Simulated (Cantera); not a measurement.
Cantera with NASA thermochemical tables; ideal gases at 1 bar, condensed phases pure. Values are per mole of reaction as written; species without (g) are pure solids or liquids, kept so even where they would boil at 1 bar. VN: taken at fixed stoichiometry.

5 O(g) + 2 VN = N2(g) + V2O5, with ΔH° = -2362.2 kJ and ΔS° = -557.8 J/K at 300 K.

How far is the shortcut ΔG° ≈ ΔH°(300 K) − T·ΔS°(300 K) from the full temperature-dependent value at 850, 1050, 1250, 1450, 1650, 1850 K?


```tsv
T (K)	shortcut (kJ)	full (kJ)	difference (kJ)	difference in log10 K	condensed phases
850	-1888.1	-1883.9	-4.1	0.25	VN(s), V2O5(s)
1050	-1776.5	-1778.0	1.5	-0.07	VN(s), V2O5(l)
1250	-1664.9	-1678.8	13.8	-0.58	VN(s), V2O5(l)
1450	-1553.4	-1579.8	26.4	-0.95	VN(s), V2O5(l)
1650	-1441.8	-1480.9	39.1	-1.24	VN(s), V2O5(l)
1850	-1330.2	-1382.1	51.8	-1.46	VN(s), V2O5(l)
```
The shortcut ignores heat capacities and the phase changes listed.
